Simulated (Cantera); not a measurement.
A Cantera script and what it prints.

```python
import numpy as np
import cantera as ct

gas_names = """
    Fe FeO Fe(OH)2 H HO2 H2 H2O H2O2 H2S H2SO4 O OH O2 O3 S SH SO SO2 SO3 S2 S2O S8
""".split()
cond_names = """
    Fe(a) Fe(c) Fe(d) Fe(L) FeO(s) FeO(L) Fe(OH)2(s) Fe(OH)3(s) FeS(a) FeS(b) FeS(c) FeS(L) FeSO4(s)
    FeS2(s) Fe2O3(s) Fe2S3O12(s) Fe3O4(s) H2O(s) H2O(L) H2SO4(L) S(cr1) S(cr2) S(L)
""".split()


def load(file, names, dense=False):
    # The tables refer to 1 bar. Condensed volumes are neglected.
    table = {s.name: s for s in ct.Species.list_from_file(file)}
    out = []
    for n in names:
        d = dict(table[n].input_data)
        d["thermo"] = dict(d["thermo"], **{"reference-pressure": 1e5})
        if dense:
            d["equation-of-state"] = {"model": "constant-volume", "density": "1e6 g/cm^3"}
        out.append(ct.Species.from_dict(d))
    return out


gas = ct.Solution(thermo="ideal-gas", species=load("nasa_gas.yaml", gas_names))
cond = {s.name: ct.Solution(thermo="fixed-stoichiometry", species=[s], name=s.name)
        for s in load("nasa_condensed.yaml", cond_names, dense=True)}
atoms = {
    'FeS2': {'Fe': 1, 'S': 2},
    'H2S': {'H': 2, 'S': 1},
    'O2': {'O': 2},
}
top_T = {'FeSO4(s)': 950, 'FeS2(s)': 1010, 'Fe2O3(s)': 1830, 'Fe2S3O12(s)': 1100, 'Fe3O4(s)': 1870}  # K; cautious upper limits of use, not melting points


def equilibrate(T, P, feed):
    n = {}
    for name, mol in feed.items():
        for a, k in atoms[name].items():
            n[a] = n.get(a, 0.0) + k * mol
    gas.TPX = T, P, n
    mass = sum(n.values()) * gas.mean_molecular_weight
    gas.equilibrate("TP")
    valid = [c for c in cond.values() if c.min_temp <= T <= top_T.get(c.name, c.max_temp)]
    mix = ct.Mixture([(gas, mass / gas.mean_molecular_weight)] + [(c, 0.0) for c in valid])
    mix.T, mix.P = T, P
    mix.equilibrate("TP", solver="vcs", rtol=1e-11, max_steps=5000)
    return mix


results = []
feed = {'FeS2': 1, 'H2S': 2.7, 'O2': 9.9}  # mol
T = 700  # K
P = 52000  # Pa
mix = equilibrate(T, P, feed)
results.append((T, P, feed, dict(zip(mix.species_names, mix.species_moles))))
print(gas.report(threshold=0.001))
for i in range(1, mix.n_phases):
    print(f"{mix.phase(i).name:16s} {mix.phase_moles(i):12.5e} mol")
```

Result:

```
       temperature   700 K
          pressure   52000 Pa
           density   0.45983 kg/m^3
  mean mol. weight   51.467 kg/kmol
   phase of matter   gas

                          1 kg             1 kmol
                     ---------------   ---------------
          enthalpy       -5.5171e+06       -2.8395e+08  J
   internal energy       -5.6301e+06       -2.8977e+08  J
           entropy              5511        2.8364e+05  J/K
    Gibbs function       -9.3748e+06       -4.8249e+08  J
 heat capacity c_p            1079.9             55581  J/K
 heat capacity c_v            918.39             47267  J/K

                      mass frac. Y      mole frac. X     chem. pot. / RT
                     ---------------   ---------------   ---------------
               H2O           0.13252            0.3786           -67.044
             H2SO4          0.083852          0.044005           -169.32
                O2          0.074938           0.12053           -28.462
               SO2         0.0078276          0.006289           -88.045
               SO3           0.70086           0.45057           -102.28
     [  +17 minor]        1.9213e-11        5.5897e-11

Fe(a)             0.00000e+00 mol
FeO(s)            0.00000e+00 mol
Fe(OH)2(s)        0.00000e+00 mol
Fe(OH)3(s)        0.00000e+00 mol
FeS(c)            0.00000e+00 mol
FeSO4(s)          0.00000e+00 mol
FeS2(s)           0.00000e+00 mol
Fe2O3(s)          0.00000e+00 mol
Fe2S3O12(s)       5.00000e-01 mol
Fe3O4(s)          0.00000e+00 mol
H2SO4(L)          0.00000e+00 mol
S(L)              0.00000e+00 mol
```

Cantera equilibrium calculation (NASA polynomials, part measured and part estimated; ideal gas, pure solids and liquids).
